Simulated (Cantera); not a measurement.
Mixture: CO : H2 : O2 : N2 = 1 : 0.43 : 0.511 : 2.66 (molar parts), equivalence ratio 1.4, at 1.00 atm, adiabatic and at constant volume. Ignition delay is the time to a rise of 400 K.

Model: GRI-Mech 3.0 (53 species, 325 reactions), integrated in Cantera. Where the delays flatten at high temperature, the 400 K rule measures the pace of heat release, not the induction time.

Question: What does this change do: pressure from 1.00 atm to 4.93 atm?

Answer: 
```
quantity           before     after
---------------  --------  --------
delay at 1100 K  0.138 ms  0.145 ms
delay at 1200 K   76.1 µs   23.4 µs
delay at 1300 K   51.2 µs   11.0 µs
delay at 1400 K   39.2 µs   6.93 µs
```
The hydrogen kinetics of GRI-Mech 3.0 are dated; newer H2 mechanisms differ, most at raised pressure.
